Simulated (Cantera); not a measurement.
What does this Cantera script print?

```python
import numpy as np
import cantera as ct

gas = ct.Solution("gri30.yaml")
gas.TPX = 650, 100000, {'CH4': 1, 'C2H6': 0.58, 'O2': 6.83, 'N2': 25.7}
inlet = ct.Reservoir(gas, clone=True)
gas.equilibrate("HP")  # start burning
reactor = ct.IdealGasConstPressureReactor(gas, energy="on", clone=False)
exhaust = ct.Reservoir(gas, clone=True)
tau = [0.12, 0.052, 0.023, 0.0098, 0.0042, 0.0018, 0.00079, 0.00034, 0.00015, 6.4e-05, 2.8e-05, 1.2e-05][0]
for a, b in ((inlet, reactor), (reactor, exhaust)):
    ct.MassFlowController(a, b, mdot=lambda t: reactor.mass / tau)
net = ct.ReactorNet([reactor])
show = ['CH4', 'C2H6', 'O2', 'C2H', 'CO2', 'HO2']

rows = []
print(f"{'tau/s':>10s}{'T/K':>9s}" + "".join(f"{s:>11s}" for s in show))
for tau in [0.12, 0.052, 0.023, 0.0098, 0.0042, 0.0018, 0.00079, 0.00034, 0.00015, 6.4e-05, 2.8e-05, 1.2e-05]:
    net.initial_time = 0.0
    net.advance(30 * tau)
    before = gas.X
    net.advance(40 * tau)
    drift = np.max(np.abs(gas.X - before) / (gas.X + 1e-9))
    rows.append([gas.T, *gas[show].X, drift])
    print(f"{tau:10.3e}{gas.T:9.1f}" + "".join(f"{x:11.3e}" for x in gas[show].X))
```

It prints:

```
     tau/s      T/K        CH4       C2H6         O2        C2H        CO2        HO2
 1.200e-01   1930.9  2.625e-06  2.885e-07  8.103e-02  9.942e-10  6.228e-02  1.431e-06
 5.200e-02   1925.8  4.655e-06  5.587e-07  8.105e-02  1.809e-09  6.198e-02  1.828e-06
 2.300e-02   1917.5  7.909e-06  1.024e-06  8.109e-02  2.954e-09  6.148e-02  2.563e-06
 9.800e-03   1904.0  1.371e-05  1.883e-06  8.123e-02  4.440e-09  6.063e-02  3.904e-06
 4.200e-03   1883.5  2.404e-05  3.427e-06  8.155e-02  5.941e-09  5.928e-02  6.097e-06
 1.800e-03   1853.7  4.354e-05  6.323e-06  8.219e-02  7.099e-09  5.721e-02  9.540e-06
 7.900e-04   1813.0  8.192e-05  1.193e-05  8.338e-02  7.708e-09  5.415e-02  1.466e-05
 3.400e-04   1756.1  1.729e-04  2.497e-05  8.579e-02  8.042e-09  4.922e-02  2.308e-05
 1.500e-04   1678.6  4.423e-04  6.282e-05  9.095e-02  9.090e-09  4.072e-02  4.008e-05
 6.400e-05    650.0  2.932e-02  1.700e-02  2.002e-01 -1.085e-41 -5.085e-16  5.070e-17
 2.800e-05    650.0  2.932e-02  1.700e-02  2.002e-01 -9.193e-46 -1.153e-19  2.656e-17
 1.200e-05    650.0  2.932e-02  1.700e-02  2.002e-01 -2.088e-47 -2.438e-21  1.169e-17
```

Detailed kinetics in Cantera: GRI-Mech 3.0 (53 species, 325 reactions).
